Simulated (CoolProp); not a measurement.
Vapour-liquid equilibrium of isobutane (1) + n-butane (2) at 352.9 K; x and y are mole fractions of (1).

The numbers come from the multi-fluid Helmholtz-energy mixture model, Bücker 2006 and Bücker 2006; pair parameters Kunz 2012 in CoolProp.

| x | bubble pressure (MPa) | y at the bubble point | dew pressure at overall composition x (MPa) | liquid density (mol/L) |
|---|---|---|---|---|
| 0.05 | 1.022 | 0.061 | 1.019 | ___ |
| 0.125 | 1.045 | 0.150 | 1.039 | 8.556 |
| 0.2 | 1.069 | 0.236 | 1.059 | 8.519 |
| 0.275 | 1.093 | 0.318 | 1.080 | 8.481 |
| 0.35 | 1.117 | 0.398 | 1.102 | 8.443 |
| 0.425 | ___ | 0.476 | 1.125 | 8.404 |
| 0.5 | ___ | 0.551 | 1.149 | ___ |
| 0.575 | 1.190 | 0.624 | ___ | 8.325 |
| 0.65 | 1.216 | 0.695 | 1.199 | 8.285 |
| 0.725 | 1.241 | 0.764 | 1.226 | 8.245 |
| 0.8 | 1.267 | 0.831 | 1.255 | 8.204 |
| 0.875 | 1.293 | ___ | 1.284 | 8.163 |
| 0.95 | 1.319 | 0.959 | ___ | 8.121 |

What belongs in the gaps?


- 0.05, liquid density (mol/L): 8.592
- 0.425, bubble pressure (MPa): 1.141
- 0.5, bubble pressure (MPa): 1.166
- 0.5, liquid density (mol/L): 8.365
- 0.575, dew pressure at overall composition x (MPa): 1.174
- 0.875, y at the bubble point: 0.896
- 0.95, dew pressure at overall composition x (MPa): 1.315

No azeotrope shows between x = 0.05 and 0.95.

The pair parameters rest on a limited set of measurements; away from them the model extrapolates.
